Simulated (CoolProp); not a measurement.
Computed with CoolProp (reference Helmholtz-energy equation of state, McLinden 2020).

### Question
For R1336mzz(Z), give the phase and the Z, speed of sound (m/s), expansivity (1/kK) at 226.85 °C and 1720 kPa; 226.85 °C and 7260 kPa.

### Answer
- 226.85 °C and 1720 kPa: gas; Z 0.854, speed of sound 142, expansivity 3.52
- 226.85 °C and 7260 kPa: supercritical; Z 0.452, speed of sound 144, expansivity 9.75
